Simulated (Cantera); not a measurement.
A closed system holds: 1 mol PbO, 33 mol H2, equilibrated at 1200 K and 0.133 bar.

Method: chemical equilibrium by Gibbs-energy minimisation in Cantera with the NASA 1993 tables (ideal gas, pure condensed phases). Candidate condensed phases: H2O, Pb, PbO, PbO2, Pb3O4; 12 gas species. Rates play no part.

Base state: H2 0.965, H2O 0.0302, Pb 0.00482 (mole fractions); condensed: Pb(l).

Question: What changes in the equilibrium state with this change: temperature from 1200 K to 798 K?

Answer: 
```
species      before    after
----------  -------  -------
H2            0.965    0.970
H2O          0.0302   0.0303
Pb          0.00482  4.30e-7
Pb(l), mol    0.840    1.000
```
